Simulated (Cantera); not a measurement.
Source: NASA polynomial tables (part measured, part estimated), evaluated in Cantera. Values are per mole of reaction as written; species without (g) are pure solids or liquids, kept so even where they would boil at 1 bar.

Q: Between 450 and 650 K, where is each reaction favourable under standard conditions?
- P4O10 + 4 NH3(g) ⇌ 4 NO2(g) + 4 PH3(g) + 2 O(g)

A: 
- P4O10 + 4 NH3(g) ⇌ 4 NO2(g) + 4 PH3(g) + 2 O(g): ΔG° is 3346 kJ at 450 K and 3126 kJ at 650 K; it stays positive (K < 1). ΔH° is 3830 kJ and ΔS° 1083 J/K at 650 K.
